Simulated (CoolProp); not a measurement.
Vapour-liquid equilibrium of propane (1) + neopentane (2) at 0.308 MPa; x and y are mole fractions of (1).

The numbers come from the multi-fluid Helmholtz-energy mixture model, Lemmon 2009 and Lemmon 2006; pair parameters Bell 2016 in CoolProp.

Task: Give the bubble temperature and the first vapour's composition at x = 0.05, 0.15, 0.95. Is there an azeotrope?

Result: x = 0.05: 314.5 K, y = 0.126; x = 0.15: 308.3 K, y = 0.335; x = 0.95: 261.4 K, y = 0.997. No azeotrope shows between x = 0.05 and 0.95.

The pair parameters rest on a limited set of measurements; away from them the model extrapolates.
